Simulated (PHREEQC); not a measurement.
Dissolve 0.084 mol/kgw HF and 0.0005 mol/kgw NH4F at 25 °C. Closed to the air; pH follows from the charge balance.

Equilibrium calculation in PHREEQC: ion-association model, phreeqc.dat.

This is a speciation only: nothing precipitates in the calculation.

Question: What pH, ionic strength does the model give?

Answer: pH 2.11; ionic strength 0.00897 mol/kgw.

Question: In which forms is F present?

Answer: HF 87 %, F- 8.3 %, HF2- 4.7 % of the F.
